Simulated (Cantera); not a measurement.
Feed: 1 mol CuO, a varied amount of CO, equilibrated at 2050 K and 72.8 Torr.

These are equilibrium values from Cantera (NASA tables, ideal gas, pure condensed phases), not measurements of a reactor. Candidate condensed phases: C, Cu, CuO, Cu2O; 15 gas species. Equilibrium is a limit: real reactors are often held back by kinetics, nucleation or transport.

x: gas mole fraction; n: condensed amount in mol.

| n(CO) (mol) | x CO | x CO2 | x Cu | x Cu2 | x O2 | x O | x CuO | n Cu(l) |
|---|---|---|---|---|---|---|---|---|
| 2.4 | 0.542 | 0.387 | 0.0698 | 0.000341 | 2.08e-5 | 1.42e-5 | [?] | 0.818 |
| 3.1 | 0.630 | 0.300 | 0.0698 | 0.000341 | 9.23e-6 | 9.49e-6 | [?] | 0.765 |
| 4 | 0.697 | 0.232 | 0.0698 | 0.000341 | 4.52e-6 | 6.65e-6 | [?] | 0.697 |
| 5.1 | 0.748 | 0.182 | 0.0698 | 0.000341 | 2.42e-6 | 4.86e-6 | [?] | 0.613 |
| 6.6 | 0.789 | 0.141 | 0.0698 | 0.000341 | 1.30e-6 | 3.56e-6 | [?] | 0.500 |
| 8.4 | 0.819 | 0.111 | 0.0698 | 0.000341 | 7.44e-7 | 2.69e-6 | [?] | 0.363 |
| 11 | 0.845 | 0.0845 | 0.0698 | 0.000341 | 4.07e-7 | 1.99e-6 | [?] | 0.166 |
| 14 | 0.867 | 0.0667 | 0.0661 | 0.000305 | 2.41e-7 | 1.53e-6 | [?] | 0 |
| 18 | 0.895 | 0.0526 | 0.0523 | 0.000191 | 1.41e-7 | 1.17e-6 | [?] | 0 |

**Question.** Complete the blanks.

**Answer.** 
- 2.4, x CuO: 1.01e-5
- 3.1, x CuO: 6.74e-6
- 4, x CuO: 4.72e-6
- 5.1, x CuO: 3.45e-6
- 6.6, x CuO: 2.53e-6
- 8.4, x CuO: 1.91e-6
- 11, x CuO: 1.42e-6
- 14, x CuO: 1.03e-6
- 18, x CuO: 6.23e-7
